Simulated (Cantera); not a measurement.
Input (Python, Cantera) and output of one run.

```python
import numpy as np
import cantera as ct

gas_names = """
    C CO CO2 C2 C2O C3 C3O2 C4 C5 O O2 O3 Pb PbO Pb2
""".split()
cond_names = """
    C(gr) Pb(cr) Pb(L) PbO(rd) PbO(yw) PbO(L) PbO2(s) Pb3O4(s)
""".split()


# ... load() reads the species with a 1 bar reference pressure and builds the phases ...
atoms = {
    'PbO': {'Pb': 1, 'O': 1},
    'CO': {'C': 1, 'O': 1},
}
top_T = {'C(gr)': 4500, 'Pb3O4(s)': 820}  # K; cautious upper limits of use, not melting points


# ... equilibrate(T, P, feed) seeds the gas with the atoms and calls Mixture.equilibrate('TP', solver="vcs", rtol=1e-11, max_steps=5000) ...
results = []
feed = {'PbO': 1, 'CO': 5.5}  # mol
T = 1725  # K
P = 100000  # Pa
mix = equilibrate(T, P, feed)
results.append((T, P, feed, dict(zip(mix.species_names, mix.species_moles))))
print(gas.report(threshold=1e-05))
for i in range(1, mix.n_phases):
    print(f"{mix.phase(i).name:16s} {mix.phase_moles(i):12.5e} mol")
```

It prints:

```
       temperature   1725 K
          pressure   1e+05 Pa
           density   0.40475 kg/m^3
  mean mol. weight   58.051 kg/kmol
   phase of matter   gas

                          1 kg             1 kmol
                     ---------------   ---------------
          enthalpy       -1.0077e+06       -5.8496e+07  J
   internal energy       -1.2547e+06       -7.2839e+07  J
           entropy            4499.6        2.6121e+05  J/K
    Gibbs function       -8.7695e+06       -5.0908e+08  J
 heat capacity c_p            644.54             37416  J/K
 heat capacity c_v            501.32             29102  J/K

                      mass frac. Y      mole frac. X     chem. pot. / RT
                     ---------------   ---------------   ---------------
                CO           0.33419           0.69262           -35.283
               CO2           0.11653           0.15371           -60.213
                Pb           0.54714           0.15329           -11.682
               PbO        0.00064155        0.00016686           -36.611
               Pb2         0.0014983        0.00020989           -23.364
     [  +10 minor]         5.517e-10        1.5898e-09

C(gr)             0.00000e+00 mol
Pb(L)             0.00000e+00 mol
PbO(L)            0.00000e+00 mol
```

These are equilibrium values from Cantera (NASA tables, ideal gas, pure condensed phases), not measurements of a reactor. Gases not in the tables: (PbO)n polymers.
